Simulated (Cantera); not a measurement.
Charge: 1 mol CH3OH, 0.14 mol H2O, 0.66 mol H2, at 550 K and 28.0 mbar.

Method: chemical equilibrium by Gibbs-energy minimisation in Cantera with the NASA 1993 tables (ideal gas, pure condensed phases). Candidate condensed phases: C, C6H6, C7H8, C8H18, H2O; 110 gas species. Kinetics and transport are ignored.

Base state: H2O 0.423, CH4 0.352, H2 0.172, CO2 0.0526, CO 0.000371 (mole fractions); condensed: C(graphite).

### Question
What changes in the equilibrium state with this change: temperature from 550 K to 2450 K?

### Answer
```json
[
 {"species": "H2", "before": "0.172", "after": "0.622"},
 {"species": "CO", "before": "0.000371", "after": "0.248"},
 {"species": "H", "before": "<1e-9", "after": "0.0947"},
 {"species": "H2O", "before": "0.423", "after": "0.0319"},
 {"species": "CH4", "before": "0.352", "after": "<1e-9"},
 {"species": "CO2", "before": "0.0526", "after": "0.00211"},
 {"species": "OH", "before": "<1e-9", "after": "0.000950"},
 {"species": "O", "before": "<1e-9", "after": "9.60e-5"},
 {"species": "C(graphite), mol", "before": "0.127", "after": "0"}
]
```

### Question
What changes in the equilibrium state with this change: temperature from 550 K to 1823 K?

### Answer
| species | before | after |
|---|---|---|
| H2 | 0.172 | 0.701 |
| CO | 0.000371 | 0.260 |
| H2O | 0.423 | 0.0336 |
| CH4 | 0.352 | <1e-9 |
| CO2 | 0.0526 | 0.00318 |
| H | <1e-9 | 0.00217 |
| C(graphite), mol | 0.127 | 0 |
